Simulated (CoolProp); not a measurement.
A simple Rankine cycle with neopentane: condensing at 301.15 K, boiler at 1.52 MPa, turbine inlet 539.2 K, turbine efficiency 0.65, pump efficiency 0.6, no recuperator. Each further row changes one setting.

Model: reference Helmholtz-energy equation of state, Lemmon 2006, in CoolProp. It is a short technical equation, of lower accuracy than the large ones.

```
case                             thermal efficiency (%)  net work (kJ/kg)  heat in (kJ/kg)  turbine exit temperature (K)  volume ratio over the turbine
-------------------------------  ----------------------  ----------------  ---------------  ----------------------------  -----------------------------
as stated                                           8.9              73.4              821                         504.6                           8.11
condensing temperature 293.15 K                     9.8              82.6              839                         500.9                           10.4
boiler pressure 1.06 MPa                            7.6              62.6              828                         511.4                           5.58
turbine efficiency 0.55                             7.5              61.5              821                         509.2                           8.18
```
